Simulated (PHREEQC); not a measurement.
Dissolve 0.0048 mol/kgw CdCl2, 0.00132 mol/kgw ZnCl2 and 0.011 mol/kgw NaF at 25 °C. Closed to the air; pH follows from the charge balance.

All values are PHREEQC results (ion-association model, wateq4f.dat), not measurements.

Precipitation was switched off in this run.

Order these Cl species by the share of Cl that they hold, largest first: ZnCl+, CdCl2, CdCl+, Cl-.

Cl- (86 %), CdCl+ (13 %), CdCl2 (0.83 %), ZnCl+ (0.16 %)

The pH is 6.46 and the ionic strength 0.0253 mol/kgw.
